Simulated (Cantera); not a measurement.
## Stirred combustor or abatement burner

A perfectly stirred reactor is fed with CH₃OH : O₂ : N₂ = 1.3 : 2.54 : 30.5 (molar parts), at 450 Torr; it is adiabatic with a 823 K inlet, and is followed from long to short residence time, starting on the burning branch (τ in s: 0.22, 0.086, 0.033, 0.013, 0.0049, 0.0019, 0.00072, 0.00028, 0.00011, 4.1e-05).

Cantera simulation using GRI-Mech 3.0 (53 species, 325 reactions); the numbers are that mechanism's predictions, not measurements. GRI-Mech 3.0 was tuned for natural gas; its chemistry of methanol as a main component is partial and can be far from experiment.

| τ (s) | T (K) | x CH₃OH | x O₂ | x H₂O | x C₂H₄ | x CH₂ |
|---|---|---|---|---|---|---|
| 0.22 | 1525 | 3.49e-6 | 0.0171 | 0.0737 | <1e-12 | 7.92e-10 |
| 0.086 | 1519 | 6.02e-6 | 0.0173 | 0.0733 | 1.49e-12 | 3.13e-9 |
| 0.033 | 1508 | 1.05e-5 | 0.0177 | 0.0728 | 1.07e-11 | 1.21e-8 |
| 0.013 | 1492 | 1.84e-5 | 0.0184 | 0.0720 | 7.03e-11 | 4.04e-8 |
| 0.0049 | 1466 | 3.66e-5 | 0.0196 | 0.0710 | 4.99e-10 | 1.25e-7 |
| 0.0019 | 1426 | 9.14e-5 | 0.0221 | 0.0699 | 3.85e-9 | 3.28e-7 |
| 0.00072 | 823 | 0.0379 | 0.0740 | <1e-12 | <1e-12 | <1e-12 |
| 0.00028 | 823 | 0.0379 | 0.0740 | <1e-12 | <1e-12 | <1e-12 |
| 0.00011 | 823 | 0.0379 | 0.0740 | <1e-12 | <1e-12 | <1e-12 |
| 4.1e-5 | 823 | 0.0379 | 0.0740 | <1e-12 | <1e-12 | <1e-12 |
x: mole fraction; the columns are a selection and need not sum to one.
